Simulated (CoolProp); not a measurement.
A Linde-Hampson liquefier for methane: isothermal reversible compression at 200 K from 1 atm to 20 MPa, throttling to 1 atm, return gas leaving the recuperator 2 K below the feed. Each further row changes one setting.

Model: reference Helmholtz-energy equation of state, Setzmann 1991, in CoolProp.

```json
[
 {"case": "as stated", "liquid yield per pass": "[?]", "compression work (kJ/kg of gas)": "427"},
 {"case": "high pressure 40 MPa", "liquid yield per pass": "0.494", "compression work (kJ/kg of gas)": "[?]"},
 {"case": "warm-end temperature 230 K", "liquid yield per pass": "[?]", "compression work (kJ/kg of gas)": "[?]"},
 {"case": "warm-end gap 7 K", "liquid yield per pass": "[?]", "compression work (kJ/kg of gas)": "427"}
]
```

Task: Complete the blanks.

Result: 
- as stated, liquid yield per pass: 0.510
- high pressure 40 MPa, compression work (kJ/kg of gas): 487
- warm-end temperature 230 K, liquid yield per pass: 0.393
- warm-end temperature 230 K, compression work (kJ/kg of gas): 541
- warm-end gap 7 K, liquid yield per pass: 0.502
